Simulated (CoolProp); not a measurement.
Properties of n-dodecane along the isobar 2340 kPa.

Model: reference Helmholtz-energy equation of state, Lemmon 2004, in CoolProp. It is a short technical equation, of lower accuracy than the large ones.

```
T (K)   phase  speed of sound (m/s)  conductivity (mW/(m K))  fugacity coefficient
-----  ------  --------------------  -----------------------  --------------------
444.8  liquid                 799.2                      105                   ___
466.7  liquid                 734.1                      101               0.02738
488.6  liquid                 670.0                      ___               0.04635
510.5  liquid                   ___                     93.1               0.07357
532.4  liquid                 543.7                     89.1                0.1104
554.3  liquid                 480.6                      ___                0.1579
576.2  liquid                 417.2                     81.4                0.2161
598.1  liquid                   ___                     77.7                0.2847
620    liquid                 286.4                      ___                0.3621
```

Task: Some entries are withheld; supply them.

Result: 
- 444.8, fugacity coefficient: 0.01501
- 488.6, conductivity (mW/(m K)): 97.1
- 510.5, speed of sound (m/s): 606.7
- 554.3, conductivity (mW/(m K)): 85.2
- 598.1, speed of sound (m/s): 352.8
- 620, conductivity (mW/(m K)): 74.1

Thermal conductivity comes from a separate model (Huber 2004).
